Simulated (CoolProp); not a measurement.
Properties of R124 at several states (Tc = 395.4 K, pc = 36.24 bar, ω = 0.288).

Model: reference Helmholtz-energy equation of state, de Vries 1995, in CoolProp.

| T (K) | p (bar) | phase | Z | viscosity (µPa s) |
|---|---|---|---|---|
| 367.3 | 7.87 | gas | 0.8951 | 16.0 |
| 302.1 | 0.525 | gas | 0.9872 | 13.1 |
| 327.6 | 0.103 | gas | 0.9981 | 14.2 |
| 307.5 | 19.4 | liquid | 0.07780 | 229 |

Viscosity comes from a separate model (Bell 2016), an estimate that may be off by 10 % or more.
